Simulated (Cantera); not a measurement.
Cantera run, input and output.

```python
import numpy as np
import cantera as ct

gas = ct.Solution("gri30.yaml")


def delay(T, t_max=10):
    gas.TPX = T, 101325, {'CH4': 1, 'O2': 1.11, 'N2': 4.18, 'H2O': 0.34}
    reactor = ct.IdealGasReactor(gas, clone=False)
    net = ct.ReactorNet([reactor])
    net.rtol, net.atol = 1e-8, 1e-16
    while net.time < t_max:
        t_old, T_old = net.time, reactor.T
        net.step()
        if reactor.T > T + 400:  # ignition: a rise of 400 K
            return t_old + (T + 400 - T_old) / (reactor.T - T_old) * (net.time - t_old)
    return np.nan


taus = []
for T in [1000, 1075, 1150, 1225, 1300, 1375]:
    taus.append(delay(T))
    print(f"T0 = {T:6g} K   tau = {taus[-1]:.4e} s")
```

It prints:

```
T0 =   1000 K   tau = 1.5467e+00 s
T0 =   1075 K   tau = 4.4220e-01 s
T0 =   1150 K   tau = 1.3883e-01 s
T0 =   1225 K   tau = 4.7468e-02 s
T0 =   1300 K   tau = 1.7413e-02 s
T0 =   1375 K   tau = 6.7691e-03 s
```

Computed with Cantera and GRI-Mech 3.0 (53 species, 325 reactions).
